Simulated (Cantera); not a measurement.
A perfectly stirred reactor is fed with H2 : O2 : N2 = 1 : 0.562 : 2.11 (molar parts), at 5.63 atm; it is adiabatic with a 475 K inlet, and is followed from long to short residence time, starting on the burning branch (τ in s: 0.45, 0.16, 0.055, 0.019, 0.0067, 0.0023, 0.00081, 0.00028, 9.8e-05, 3.4e-05, 1.2e-05).

Detailed kinetics in Cantera: the H2/O2 subset of GRI-Mech 3.0, which has no nitrogen chemistry. The hydrogen kinetics of GRI-Mech 3.0 are dated; newer H2 mechanisms differ, most at raised pressure.

Task: Predict: blow-out, bracketed by the residence times tried; x(H2) at τ = 0.450 s; x(O2) at τ = 0.450 s; x(HO2) at τ = 0.450 s; x(H) at τ = 0.450 s; x(H2O2) at τ = 0.450 s; x(H2) at τ = 2.30 ms; x(O2) at τ = 2.30 ms; x(HO2) at τ = 2.30 ms; x(H) at τ = 2.30 ms; x(H2O2) at τ = 2.30 ms.

Result: 
* **blow-out, bracketed by the residence times tried**: burning at 12.0 µs, the shortest tried
* **x(H2) at τ = 0.450 s**: 0.00401
* **x(O2) at τ = 0.450 s**: 0.0194
* **x(HO2) at τ = 0.450 s**: 5.47e-6
* **x(H) at τ = 0.450 s**: 0.000504
* **x(H2O2) at τ = 0.450 s**: 6.24e-7
* **x(H2) at τ = 2.30 ms**: 0.00505
* **x(O2) at τ = 2.30 ms**: 0.0198
* **x(HO2) at τ = 2.30 ms**: 6.18e-6
* **x(H) at τ = 2.30 ms**: 0.000697
* **x(H2O2) at τ = 2.30 ms**: 6.57e-7
